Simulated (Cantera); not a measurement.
Input: 1 mol Si, 2.3 mol NF3, 7 mol Cl2, held at 1100 K and 0.630 bar.

Cantera equilibrium calculation (NASA polynomials, part measured and part estimated; ideal gas, pure solids and liquids). Candidate condensed phases: Si, Si3N4; 24 gas species. Rates play no part.

Question: What is the equilibrium state?

Answer: 
```json
{
 "x(Cl2)": "0.523",
 "x(ClF)": "0.273",
 "x(N2)": "0.108",
 "x(SiF4)": "0.0943",
 "x(Cl)": "0.00138",
 "x(F)": "0.000264",
 "gas_amount": "10.61 mol",
 "log10 activity of Si(s) (absent)": "-57.76"
}
```
